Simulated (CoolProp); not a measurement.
R245ca along the isobar 8.45 bar: density (kg/m³) from the reference equation and from simpler models built on Tc = 447.6 K, pc = 39.41 bar, ω = 0.355; each cubic takes its own stable root.

Values from CoolProp's reference Helmholtz-energy equation of state, Zhou 2016.

```csv
T (K),phase,reference,Redlich-Kwong,Soave-Redlich-Kwong,Peng-Robinson
218.5,liquid,1576,1394,1436,1614
226.1,liquid,1558,?,1424,1601
233.8,liquid,1541,1364,1412,1588
241.4,liquid,1524,1349,?,1574
249.1,liquid,1506,1333,1385,1560
256.8,liquid,1488,1317,1371,1544
264.4,liquid,1471,1300,?,1529
272.1,liquid,1452,1283,1341,1512
279.7,liquid,1434,?,1325,1495
287.4,liquid,1416,1247,1308,1477
295,liquid,1397,1227,1291,1459
302.7,liquid,1378,1207,1273,?
```

Q: Some entries are withheld; supply them.

A: 
- 226.1, Redlich-Kwong: 1379
- 241.4, Soave-Redlich-Kwong: 1399
- 264.4, Soave-Redlich-Kwong: 1356
- 279.7, Redlich-Kwong: 1265
- 302.7, Peng-Robinson: 1439
